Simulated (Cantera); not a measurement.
Feed: 1 mol FeCl₃, 5.3 mol H₂O, 0.1 mol N₂, equilibrated at 1800 K and 10000 Pa.

Method: chemical equilibrium by Gibbs-energy minimisation in Cantera with the NASA 1993 tables (ideal gas, pure condensed phases). Candidate condensed phases: Fe, FeCl₂, FeCl₃, FeO, Fe(OH)₂, Fe(OH)₃, Fe₂O₃, Fe₃O₄, H₂O, NH₄Cl; 37 gas species. Equilibrium is a limit: real reactors are often held back by kinetics, nucleation or transport.

Base state: H₂O 0.590, HCl 0.316, FeCl₂ 0.0489, O₂ 0.0173, N₂ 0.0141, Cl 0.00992, OH 0.00160, H₂ 0.000765 (mole fractions); condensed: Fe₃O₄(s).

### Question
What changes in the equilibrium state with this change: temperature from 1800 K to 1525 K?

### Answer
```tsv
species	before	after
H₂O	0.590	0.559
HCl	0.316	0.394
FeCl₂	0.0489	0.0147
O₂	0.0173	0.0132
N₂	0.0141	0.0143
H	3.13e-5	4.76e-7
Fe(OH)₂	4.70e-5	1.73e-6
O	5.06e-5	2.06e-6
H₂	0.000765	4.05e-5
OH	0.00160	0.000204
Fe₃O₄(s), mol	0.218	0.299
```

### Question
What changes in the equilibrium state with this change: temperature from 1800 K to 950 K?

### Answer
```json
[
 {"species": "H₂O", "before": "0.590", "after": "0.551"},
 {"species": "HCl", "before": "0.316", "after": "0.435"},
 {"species": "N₂", "before": "0.0141", "after": "0.0145"},
 {"species": "FeCl₂", "before": "0.0489", "after": "4.00e-5"},
 {"species": "O₂", "before": "0.0173", "after": "1.22e-7"},
 {"species": "OH", "before": "0.00160", "after": "4.74e-9"},
 {"species": "NO", "before": "0.000159", "after": "1.82e-9"},
 {"species": "O", "before": "5.06e-5", "after": "<1e-9"},
 {"species": "Fe(OH)₂", "before": "4.70e-5", "after": "<1e-9"},
 {"species": "H", "before": "3.13e-5", "after": "<1e-9"},
 {"species": "Fe₃O₄(s), mol", "before": "0.218", "after": "0"},
 {"species": "Fe₂O₃(s), mol", "before": "0", "after": "0.500"}
]
```
